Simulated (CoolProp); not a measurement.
Hexamethyldisiloxane (MM) along the isobar 873 kPa: Z from the reference equation and from simpler models built on Tc = 518.7 K, pc = 1931 kPa, ω = 0.418; each cubic takes its own stable root.

Computed with CoolProp (reference Helmholtz-energy equation of state, Thol 2016).

```tsv
T (K)	phase	reference	van der Waals	Redlich-Kwong	Soave-Redlich-Kwong	Peng-Robinson
285.6	liquid	0.07713	0.1280	0.08686	0.08317	0.07393
316.8	liquid	0.07261	0.1198	0.08183	___	0.06898
348	liquid	0.06929	0.1140	___	0.07395	0.06549
379.1	liquid	0.06705	0.1102	0.07662	___	___
410.3	liquid	0.06588	0.1089	0.07656	0.07106	0.06271
441.5	liquid	0.06609	0.7442	___	0.07277	0.06417
472.7	gas	0.7110	___	0.7549	0.7308	0.7129
503.8	gas	0.7904	0.8322	0.8074	0.8019	0.7851
```

Problem. Complete the blanks.

Solution. 
- 316.8, Soave-Redlich-Kwong: 0.07774
- 348, Redlich-Kwong: 0.07845
- 379.1, Soave-Redlich-Kwong: 0.07168
- 379.1, Peng-Robinson: 0.06336
- 441.5, Redlich-Kwong: 0.07914
- 472.7, van der Waals: 0.7960

At some of these states van der Waals gives the other phase, because its saturation line lies elsewhere.
